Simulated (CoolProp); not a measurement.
Saturation properties of diethyl ether.

Computed with CoolProp (reference Helmholtz-energy equation of state, Thol 2014).

```csv
T (K),p (MPa),vapour density (kg/m³),enthalpy of vaporisation (kJ/kg),liquid cp (kJ/(kg K)),surface tension (mN/m)
302.7,0.08484,2.605,362.4,2.350,16.0
310.6,…,3.399,355.5,…,…
318.5,0.1469,4.371,348.4,2.409,14.1
326.3,0.1884,5.532,…,2.439,13.2
334.2,0.2390,6.940,333.6,2.472,12.3
342,0.2985,8.593,325.8,2.506,11.4
349.9,0.3697,10.57,317.5,2.543,10.5
357.8,0.4530,12.89,308.9,2.581,…
```

Problem. Complete the blanks.

Solution. 
- 310.6, p (MPa): 0.1126
- 310.6, liquid cp (kJ/(kg K)): 2.379
- 310.6, surface tension (mN/m): 15.0
- 326.3, enthalpy of vaporisation (kJ/kg): 341.2
- 357.8, surface tension (mN/m): 9.65

It boils at 307.6 K under 1 atm.

Surface tension comes from a separate correlation (Mulero 2014).
